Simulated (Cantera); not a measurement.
Input: 1 mol Al2O3, a varied amount of F2, 67 mol N2, held at 1948 K and 13.3 mbar.

Cantera equilibrium calculation (NASA polynomials, part measured and part estimated; ideal gas, pure solids and liquids). Candidate condensed phases: Al, AlF3, AlN, Al2O3; 30 gas species. Kinetics and transport are ignored.

Question: Which condensed phases are stable at each of these points (n(F2) (mol)): 0.88, 1, 1.2, 1.4, 1.6, 1.9, 2.2, 2.5, 2.9, 3.4, 3.9?

Answer: 
| n(F2) (mol) | condensed phases | Al condensed (%) |
|---|---|---|
| 0.88 | Al2O3(s) | 56.0 |
| 1 | Al2O3(s) | 50.0 |
| 1.2 | Al2O3(s) | 40.0 |
| 1.4 | Al2O3(s) | 30.0 |
| 1.6 | Al2O3(s) | 20.0 |
| 1.9 | Al2O3(s) | 5.0 |
| 2.2 | gas only | 0.0 |
| 2.5 | gas only | 0.0 |
| 2.9 | gas only | 0.0 |
| 3.4 | gas only | 0.0 |
| 3.9 | gas only | 0.0 |

From 0.88 mol F2 to 1.9 mol F2 the condensed part is Al2O3(s). From 2.2 mol F2 to 3.9 mol F2 nothing is condensed.
